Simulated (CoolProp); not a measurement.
2000 sccm (0 °C, 1 atm) of nitrogen bubbles through liquid n-octane at 362.3 K and leaves saturated at a total pressure of 0.15 MPa (ideal gas phase). Each further row changes one setting.

The numbers come from the reference Helmholtz-energy equation of state, Beckmüller 2019 in CoolProp.

```json
[
 {"case": "as stated", "vapour pressure (kPa)": "32.5", "mole fraction of vapour": "0.217", "delivery (mg/min)": "2820", "delivery (sccm)": "553", "change of delivery for a bath 1 K warmer (%)": "[?]"},
 {"case": "bath temperature 367.3 K", "vapour pressure (kPa)": "38.6", "mole fraction of vapour": "0.257", "delivery (mg/min)": "[?]", "delivery (sccm)": "[?]", "change of delivery for a bath 1 K warmer (%)": "4.7"},
 {"case": "total pressure 0.3 MPa", "vapour pressure (kPa)": "32.5", "mole fraction of vapour": "0.108", "delivery (mg/min)": "1240", "delivery (sccm)": "243", "change of delivery for a bath 1 K warmer (%)": "4.0"}
]
```

Problem. Fill in the missing entries.

Solution. 
- as stated, change of delivery for a bath 1 K warmer (%): 4.6
- bath temperature 367.3 K, delivery (mg/min): 3530
- bath temperature 367.3 K, delivery (sccm): 693
